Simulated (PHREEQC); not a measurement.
Solution A (0.005 mol H2SeO4, 0.014 mol H2SO4 and 0.16 mol NaCl per kg of water) is mixed with solution B (28 mmol/kgw KOH, 6.9 mmol/kgw H3BO3 and 12 mmol/kgw (CH3)4NCl) at 25 °C; shares are by mass of water, 1 kg in all. Oxygen is held at 0.21 atm. The system is closed to CO2. No solid was allowed to form.

All values are PHREEQC results (ion-association model, wateq4f.dat), not measurements.

```
share of solution B     pH  H2BO3- (mol/kgw)  SeO4-2 (mol/kgw)  H3BO3 (mol/kgw)  SO4-2 (mol/kgw)  HSO4- (mol/kgw)  HSeO4- (mol/kgw)
-------------------  -----  ----------------  ----------------  ---------------  ---------------  ---------------  ----------------
0                     1.62                 0           0.00342                0          0.00643          0.00608           0.00158
0.05                  1.65          1.36e-11                 ?         0.000345          0.00632          0.00554           0.00142
0.15                  1.74          4.93e-11                 ?          0.00103          0.00610          0.00448           0.00111
0.2                   1.80          7.35e-11           0.00304          0.00138          0.00599          0.00395          0.000959
0.25                  1.86          1.05e-10           0.00293          0.00172          0.00587          0.00342          0.000815
0.35                  2.01          2.05e-10           0.00271          0.00241          0.00564          0.00237          0.000539
0.4                   2.12          2.97e-10           0.00259          0.00276          0.00552          0.00184          0.000408
0.45                  2.26          4.60e-10           0.00247          0.00310          0.00540          0.00132          0.000283
0.55                  2.95           2.65e-9           0.00220          0.00379          0.00515                ?           5.40e-5
0.6                   8.90           0.00159           0.00200          0.00255          0.00481         2.87e-10          5.55e-11
0.65                 10.63           0.00435           0.00175         0.000132          0.00424         4.83e-12          9.28e-13
0.75                 11.70           0.00516           0.00125          1.36e-5          0.00307         3.09e-13          5.85e-14
0.8                  11.87           0.00551          0.001000          9.97e-6          0.00247         1.72e-13          3.23e-14
0.85                 11.99           0.00586          0.000750          8.07e-6                ?                ?          1.86e-14
0.95                 12.17           0.00655          0.000250                ?         0.000634         2.37e-14                 0
1                    12.24           0.00689                 0          5.56e-6                0                0                 0
```

**Question.** What belongs in the gaps?

**Answer.** 
- 0.05, SeO4-2 (mol/kgw): 0.00333
- 0.15, SeO4-2 (mol/kgw): 0.00314
- 0.55, HSO4- (mol/kgw): 0.000271
- 0.85, SO4-2 (mol/kgw): 0.00187
- 0.85, HSO4- (mol/kgw): 1.00e-13
- 0.95, H3BO3 (mol/kgw): 6.12e-6

(CH3)4N+ isn't in the database: it is added as a free cation with an ion size of 4 Å.
